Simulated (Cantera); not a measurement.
An isothermal, constant-pressure homogeneous reactor starts with 88.5 % N2O, 11.5 % N2, at 1175 K and 0.0405 atm.

Model: GRI-Mech 3.0 (53 species, 325 reactions), integrated in Cantera. GRI-Mech 3.0 was tuned for natural gas; its chemistry of N2O as a main component is partial and can be far from experiment. Radical loss at walls, strong at low pressure, is not modelled. The mechanism lacks the step 2 NO + O2 → 2 NO2, which can matter for NO2 below about 1400 K. The temperature is held fixed by assumption; the heat of reaction is taken as removed at once.

One state of this run: x N2O = 0.839; x NO2 = 1.20e-6; x NO = 0.00302; x O = 1.23e-6; x O2 = 0.0144; x N2 = 0.143. x: mole fraction; the columns are a selection and need not sum to one.

### Question
Which value of t (s) does it belong to?
A) 0.0985
B) 2.39
C) 0.0118
D) 20.0

### Answer
B, 2.39
